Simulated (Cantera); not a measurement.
Charge: 1 mol CO, 0.44 mol H₂O, held at 1 atm.

These are equilibrium values from Cantera (NASA tables, ideal gas, pure condensed phases), not measurements of a reactor. Candidate condensed phases: C, C₆H₆, C₇H₈, C₈H₁₈, H₂O; 110 gas species. Kinetics and transport are ignored.

At 427 °C, list the 5 most abundant gas species with their mole fractions, and the condensed phases.

CO₂ 0.571, H₂O 0.321, H₂ 0.0625, CH₄ 0.0337, CO 0.0118. Condensed: C(graphite).
